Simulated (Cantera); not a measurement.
Feed: 1 mol CH3Cl, 0.15 mol Si, 0.57 mol H2, at 0.480 Torr.

Method: chemical equilibrium by Gibbs-energy minimisation in Cantera with the NASA 1993 tables (ideal gas, pure condensed phases). Candidate condensed phases: C, C6H6, C7H8, C8H18, Si, SiC; 109 gas species. The tables' values for SiCl are old estimates; treat these amounts as uncertain. Rates play no part.

x: gas mole fraction; n: condensed amount in mol.

```json
[
 {"T (°C)": "2200", "x H": "0.445", "x H2": "0.255", "x Cl": "0.143", "x HCl": "0.115", "x C": "0.000179", "x C3": "0.000508", "x Si": "0.0302", "x C2": "4.66e-5", "n C(graphite)": "0.915"},
 {"T (°C)": "2250", "x H": "0.503", "x H2": "0.210", "x Cl": "0.154", "x HCl": "0.0912", "x C": "0.000356", "x C3": "0.00111", "x Si": "0.0282", "x C2": "0.000102", "n C(graphite)": "0.896"},
 {"T (°C)": "2300", "x H": "0.557", "x H2": "0.168", "x Cl": "0.163", "x HCl": "0.0702", "x C": "0.000689", "x C3": "0.00234", "x Si": "0.0262", "x C2": "0.000219", "n C(graphite)": "0.866"},
 {"T (°C)": "2350", "x H": "0.603", "x H2": "0.131", "x Cl": "0.170", "x HCl": "0.0528", "x C": "0.00130", "x C3": "0.00480", "x Si": "0.0242", "x C2": "0.000453", "n C(graphite)": "0.816"},
 {"T (°C)": "2400", "x H": "0.639", "x H2": "0.0995", "x Cl": "0.174", "x HCl": "0.0389", "x C": "0.00240", "x C3": "0.00957", "x Si": "0.0224", "x C2": "0.000912", "n C(graphite)": "?"},
 {"T (°C)": "2450", "x H": "0.664", "x H2": "0.0735", "x Cl": "0.176", "x HCl": "0.0280", "x C": "0.00433", "x C3": "0.0186", "x Si": "0.0207", "x C2": "0.00179", "n C(graphite)": "?"},
 {"T (°C)": "2500", "x H": "0.673", "x H2": "0.0525", "x Cl": "0.174", "x HCl": "0.0197", "x C": "0.00764", "x C3": "0.0353", "x Si": "0.0190", "x C2": "0.00343", "n C(graphite)": "?"},
 {"T (°C)": "2550", "x H": "0.680", "x H2": "0.0377", "x Cl": "0.173", "x HCl": "0.0139", "x C": "0.0118", "x C3": "0.0460", "x Si": "0.0191", "x C2": "0.00507", "n C(graphite)": "0"},
 {"T (°C)": "2600", "x H": "0.691", "x H2": "0.0277", "x Cl": "0.173", "x HCl": "0.0101", "x C": "0.0162", "x C3": "0.0446", "x Si": "0.0205", "x C2": "0.00612", "n C(graphite)": "0"},
 {"T (°C)": "2650", "x H": "0.698", "x H2": "0.0203", "x Cl": "0.173", "x HCl": "0.00737", "x C": "0.0219", "x C3": "0.0426", "x Si": "0.0216", "x C2": "0.00725", "n C(graphite)": "0"},
 {"T (°C)": "2700", "x H": "0.701", "x H2": "0.0149", "x Cl": "0.173", "x HCl": "0.00539", "x C": "0.0292", "x C3": "0.0398", "x Si": "0.0225", "x C2": "0.00842", "n C(graphite)": "0"},
 {"T (°C)": "2750", "x H": "0.701", "x H2": "0.0110", "x Cl": "0.172", "x HCl": "0.00396", "x C": "0.0382", "x C3": "0.0363", "x Si": "0.0232", "x C2": "0.00955", "n C(graphite)": "0"},
 {"T (°C)": "2800", "x H": "0.699", "x H2": "0.00810", "x Cl": "0.171", "x HCl": "0.00292", "x C": "0.0489", "x C3": "0.0322", "x Si": "0.0237", "x C2": "0.0106", "n C(graphite)": "0"}
]
```

### Question
Complete the blanks.

### Answer

- 2400, n C(graphite): 0.723
- 2450, n C(graphite): 0.551
- 2500, n C(graphite): 0.226
